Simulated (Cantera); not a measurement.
HMDSO + O2 + H2 + CO2 (silicon oxide and oxynitride deposition)

Charge: 1 mol HMDSO, 0.81 mol O2, 81 mol H2, 3.5 mol CO2, held at 0.00133 bar.

These are equilibrium values from Cantera (NASA tables, ideal gas, pure condensed phases), not measurements of a reactor. Candidate condensed phases: C, C6H6, C7H8, C8H18, H2O, Si, SiC, SiO2; 123 gas species. The feed counts by its element totals alone. Gases not in the tables: Si2H6 and higher silanes. Kinetics and transport are ignored.

```tsv
T (°C)	log p H2	log p CO	log p H	log p SiO	n SiC(s)
1477	-2.92	-3.94	-5.09	-4.85	0.934
1502	-2.92	-3.94	-5.00	-4.85	0.930
1527	-2.92	-3.94	-4.91	-4.86	0.925
1552	-2.92	-3.94	-4.82	-4.86	0.916
1577	-2.93	-3.94	-4.73	-4.86	0.904
1602	-2.93	-3.94	-4.65	-4.87	0.887
1627	-2.93	-3.94	-4.57	-4.88	0.861
1652	-2.93	-3.94	-4.49	-4.90	0.825
1677	-2.93	-3.94	-4.41	-4.92	0.775
1702	-2.94	-3.94	-4.33	-4.95	0.707
1727	-2.94	-3.94	-4.26	-5.00	0.617
1752	-2.95	-3.94	-4.19	-5.06	0.504
```
log p: log10 of the partial pressure in bar; n: condensed amount in mol.

From 1477 °C to 1752 °C the condensed part is SiC(s). The main Si-bearing gas is SiO at 1477 °C and Si at 1752 °C. The share of Si in condensed phases is highest at 1477 °C (46.7 %) and lowest at 1752 °C (25.2 %).
